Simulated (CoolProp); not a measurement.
Vapour-liquid equilibrium of n-butane (1) + cyclohexane (2) at 44.55 °C; x and y are mole fractions of (1).

Model: multi-fluid Helmholtz-energy mixture model, Bücker 2006 and Zhou 2014; pair parameters Bell 2016, in CoolProp.

Question: Give the bubble pressure and the first vapour's composition at x = 0.05, 0.275, 0.725. Is there an azeotrope?

Answer: x = 0.05: 0.04387 MPa, y = 0.357; x = 0.275: 0.1265 MPa, y = 0.828; x = 0.725: 0.3152 MPa, y = 0.972. No azeotrope shows between x = 0.05 and 0.95.

Pair parameters are fitted to limited data, so mixtures are less certain than the pure fluids.
